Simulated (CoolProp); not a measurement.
A Linde-Hampson liquefier for carbon monoxide: isothermal reversible compression at 300 K from 1 atm to 25 MPa, throttling to 1 atm, return gas leaving the recuperator 5 K below the feed. Each further row changes one setting.

Model: reference Helmholtz-energy equation of state, Lemmon 2006, in CoolProp. It is a short technical equation, of lower accuracy than the large ones.

```json
[
 {"case": "as stated", "liquid yield per pass": "(withheld)", "compression work (kJ/kg of gas)": "491"},
 {"case": "high pressure 50 MPa", "liquid yield per pass": "0.091", "compression work (kJ/kg of gas)": "(withheld)"},
 {"case": "warm-end temperature 330 K", "liquid yield per pass": "(withheld)", "compression work (kJ/kg of gas)": "544"},
 {"case": "warm-end gap 10 K", "liquid yield per pass": "(withheld)", "compression work (kJ/kg of gas)": "491"}
]
```

Question: Some entries are withheld; supply them.

Answer: 
- as stated, liquid yield per pass: 0.084
- high pressure 50 MPa, compression work (kJ/kg of gas): 565
- warm-end temperature 330 K, liquid yield per pass: 0.060
- warm-end gap 10 K, liquid yield per pass: 0.073
